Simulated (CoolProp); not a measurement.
A single-stage vapour-compression cycle with nitrous oxide: evaporating at 219.15 K (dew point), condensing at 256.15 K (bubble point), superheat 2 K, subcooling 2 K, compressor efficiency 0.7, no pressure losses. Each further row changes one setting.

The numbers come from the reference Helmholtz-energy equation of state, Lemmon 2006 in CoolProp. It is a short technical equation, of lower accuracy than the large ones.

```csv
case,cooling COP,pressure ratio,discharge temperature (K),refrigerating effect (kJ/kg),volumetric capacity (kJ/m³)
as stated,3.36,3.55,322.2,268,3870
evaporating temperature 224.15 K,4.07,2.92,311.0,270,4700
condensing temperature 251.15 K,4.01,3.06,309.2,278,4010
subcooling 7 K,3.48,3.55,322.2,278,4010
superheat 12 K,…,3.55,336.1,277,3780
compressor efficiency 0.6,…,3.55,…,268,3870
```

Question: Some entries are withheld; supply them.

Answer: 
- superheat 12 K, cooling COP: 3.28
- compressor efficiency 0.6, cooling COP: 2.88
- compressor efficiency 0.6, discharge temperature (K): 335.2
